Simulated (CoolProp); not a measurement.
Values from CoolProp's reference Helmholtz-energy equation of state, Zhou 2011.

Problem. Give the vapour pressure (MPa), liquid density (kg/m³), enthalpy of vaporisation (kJ/kg), surface tension (mN/m) of saturated dimethyl carbonate at 229.25 °C.

Solution. 
| T (°C) | p (MPa) | liquid density (kg/m³) | enthalpy of vaporisation (kJ/kg) | surface tension (mN/m) |
|---|---|---|---|---|
| 229.25 | 2.19 | 729 | 242 | 3.27 |

Surface tension comes from a separate correlation (Mulero 2014).
